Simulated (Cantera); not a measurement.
An adiabatic, constant-volume homogeneous reactor starts with H₂ : O₂ : N₂ = 1 : 0.238 : 0.895 (molar parts), at 1023 K and 12.0 bar.

Detailed kinetics in Cantera: GRI-Mech 3.0 (53 species, 325 reactions). The hydrogen kinetics of GRI-Mech 3.0 are dated; newer H2 mechanisms differ, most at raised pressure. The pressure lies above the range GRI-Mech 3.0 was tuned for (to about 10 atm).

Predict: time of steepest temperature rise; temperature at 0.800 s; equilibrium temperature; x(H₂) at 0.800 s; x(O₂) at 0.800 s; x(HO₂) at 0.800 s; x(OH) at 0.800 s; x(NO) at 0.800 s.


| Quantity | Value |
|---|---|
| time of steepest temperature rise | 3.27 ms |
| temperature at 0.800 s | 2909 K |
| equilibrium temperature | 2909 K |
| x(H₂) at 0.800 s | 0.271 (gas-phase equilibrium 0.271) |
| x(O₂) at 0.800 s | 2.90e-5 (gas-phase equilibrium 2.90e-5) |
| x(HO₂) at 0.800 s | 1.68e-7 (gas-phase equilibrium 1.68e-7) |
| x(OH) at 0.800 s | 0.00314 (gas-phase equilibrium 0.00314) |
| x(NO) at 0.800 s | 0.000388 (gas-phase equilibrium 0.000388) |
